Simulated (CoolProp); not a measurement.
Vapour-liquid equilibrium of acetone (1) + toluene (2) at 132.05 °C; x and y are mole fractions of (1).

Computed with CoolProp (multi-fluid Helmholtz-energy mixture model, Lemmon 2006 and Lemmon 2006; pair parameters Bell 2016).

```csv
x,bubble pressure (MPa),y at the bubble point,dew pressure at overall composition x (MPa),liquid density (mol/L)
0.05,0.2247,0.226,0.1879,8.318
0.2,0.3388,0.540,0.2183,8.656
0.35,0.4326,0.685,0.2598,9.026
0.5,0.5163,0.779,0.3187,9.433
0.65,0.5964,0.853,0.4061,9.884
0.8,0.6770,0.918,0.5374,10.39
0.95,0.7611,0.980,0.7198,10.95
```

No azeotrope shows between x = 0.05 and 0.95.

Pair parameters are fitted to limited data, so mixtures are less certain than the pure fluids.
